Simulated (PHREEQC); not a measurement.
Solution (20 °C): 130 mmol/kgw HF, 130 mmol/kgw NH4HF2 and 87 mmol/kgw H2SO4. Closed to the air; pH follows from the charge balance.

Computed with PHREEQC (ion-association model, phreeqc.dat).

Each row changes one thing in this solution. Precipitation was switched off in this run.

```
case                                      pH  ionic strength (mol/kgw)  HF (mol/kgw)  NH4+ (mol/kgw)  HSO4- (mol/kgw)  SO4-2 (mol/kgw)
--------------------------------------  ----  ------------------------  ------------  --------------  ---------------  ---------------
as made                                 1.54                     0.187         0.345           0.115           0.0365           0.0358
HF left out                                …                     0.183         0.232           0.114           0.0328           0.0384
0.036 mol/kgw HBr added                 1.36                     0.203         0.358           0.118           0.0451           0.0298
diluted 100-fold with water             2.81                   0.00372             …         0.00129          8.69e-5         0.000773
temperature from 20 to 90 °C            1.97                         …         0.355           0.120           0.0527           0.0247
temperature from 20 to 75 °C            1.85                     0.164         0.352           0.119           0.0497           0.0267
HF replaced by KF at the same molality  2.29                     0.292         0.242           0.113          0.00820           0.0520
0.0023 mol/kgw HCl added                1.52                     0.188         0.346           0.115           0.0371           0.0354
```

**Question.** Complete the blanks.

**Answer.** 
- HF left out, pH: 1.62
- diluted 100-fold with water, HF (mol/kgw): 0.00258
- temperature from 20 to 90 °C, ionic strength (mol/kgw): 0.159

At this temperature some constants are extrapolated from 25 °C, and those without enthalpy data are left unchanged.
